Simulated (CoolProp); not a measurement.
Vapour-liquid equilibrium of carbon dioxide (1) + CHF3 (R23) (2) at -42.35 °C; x and y are mole fractions of (1).

Computed with CoolProp (multi-fluid Helmholtz-energy mixture model, Span 1996 and Penoncello 2003; pair parameters Bell 2016).

**Question.** Give the bubble pressure and the first vapour's composition at x = 0.05, 0.35, 0.725. Is there an azeotrope?

**Answer.** x = 0.05: 0.6667 MPa, y = 0.074; x = 0.35: 0.7770 MPa, y = 0.437; x = 0.725: 0.8786 MPa, y = 0.769. No azeotrope shows between x = 0.05 and 0.95.

The pair parameters rest on a limited set of measurements; away from them the model extrapolates.
